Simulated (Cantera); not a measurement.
Silicon epitaxy and polysilicon growth: Si₂Cl₆ + HCl + H₂

Feed: 1 mol Si₂Cl₆, 0.033 mol HCl, 13 mol H₂, held at 133 Pa.

These are equilibrium values from Cantera (NASA tables, ideal gas, pure condensed phases), not measurements of a reactor. Candidate condensed phases: Si; 19 gas species. The feed counts by its element totals alone. The tables' values for SiCl₃ are old estimates; treat these amounts as uncertain. Kinetics and transport are ignored.

| T (K) | x H₂ | x HCl | x SiCl₄ | x SiCl₂ | x SiCl₃ | x SiHCl₃ | x SiH₂Cl₂ | x H | n Si(s) |
|---|---|---|---|---|---|---|---|---|---|
| 825 | 0.886 | 0.00961 | 0.0931 | 0.000115 | 0.000349 | 0.0106 | 0.000102 | 2.05e-10 | 0.485 |
| 875 | 0.880 | 0.0172 | 0.0908 | 0.000428 | 0.000820 | 0.0102 | 0.000104 | 1.29e-9 | 0.510 |
| 925 | 0.872 | 0.0287 | 0.0868 | 0.00136 | 0.00172 | 0.00960 | 0.000104 | 6.66e-9 | 0.544 |
| 975 | 0.859 | 0.0447 | 0.0805 | 0.00376 | 0.00327 | 0.00884 | 0.000102 | 2.90e-8 | 0.583 |
| 1025 | 0.841 | 0.0655 | 0.0707 | 0.00910 | 0.00555 | 0.00781 | 9.57e-5 | 1.09e-7 | 0.617 |
| 1075 | 0.819 | 0.0899 | 0.0572 | 0.0193 | 0.00835 | 0.00647 | 8.56e-5 | 3.64e-7 | 0.628 |
| 1125 | 0.793 | 0.115 | 0.0406 | 0.0354 | 0.0108 | 0.00485 | 7.13e-5 | 1.08e-6 | 0.600 |
| 1175 | 0.769 | 0.137 | 0.0240 | 0.0555 | 0.0117 | 0.00319 | 5.41e-5 | 2.94e-6 | 0.533 |
| 1225 | 0.751 | 0.151 | 0.0117 | 0.0742 | 0.0105 | 0.00181 | 3.75e-5 | 7.39e-6 | 0.454 |
x: gas mole fraction; n: condensed amount in mol.

From 825 K to 1225 K the condensed part is Si(s). The main Si-bearing gas is SiCl₄ at 825 K and SiCl₂ at 1225 K. The share of Si in condensed phases is highest at 1075 K (31.4 %) and lowest at 1225 K (22.7 %).
